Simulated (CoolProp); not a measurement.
A simple Rankine cycle with n-octane: condensing at 313.15 K, boiler at 0.0464 MPa, turbine inlet 412.8 K, turbine efficiency 0.8, pump efficiency 0.6, no recuperator. Each further row changes one setting.

The numbers come from the reference Helmholtz-energy equation of state, Beckmüller 2019 in CoolProp.

```csv
case,thermal efficiency (%),net work (kJ/kg),heat in (kJ/kg),turbine exit temperature (K),volume ratio over the turbine
as stated,10.1,55.0,546,385.5,10.6
turbine inlet 432.8 K,9.8,(withheld),590,405.4,10.6
condensing temperature 305.15 K,11.4,64.0,564,381.0,15.9
boiler pressure 0.0325 MPa,(withheld),47.3,546,389.6,7.48
turbine efficiency 0.7,(withheld),48.1,546,388.8,10.7
```

### Question
Fill in the missing entries.

### Answer

- turbine inlet 432.8 K, net work (kJ/kg): 57.8
- boiler pressure 0.0325 MPa, thermal efficiency (%): 8.7
- turbine efficiency 0.7, thermal efficiency (%): 8.8
